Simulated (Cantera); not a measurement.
Feed: 1 mol SiHCl3, 0.049 mol C2H2, a varied amount of H2, equilibrated at 1350 °C and 0.970 bar.

Method: chemical equilibrium by Gibbs-energy minimisation in Cantera with the NASA 1993 tables (ideal gas, pure condensed phases). Candidate condensed phases: C, C6H6, C7H8, C8H18, Si, SiC; 109 gas species. Mutual solubility and eutectic melting of coexisting phases are not modelled. Rates play no part.

Q: At 360 mol H2, list the 5 most abundant gas species with their mole fractions, and the condensed phases.

A: H2 0.992, HCl 0.00784, SiCl2 0.000216, H 6.99e-5, CH4 1.61e-5. Condensed: Si(s) + SiC(s).
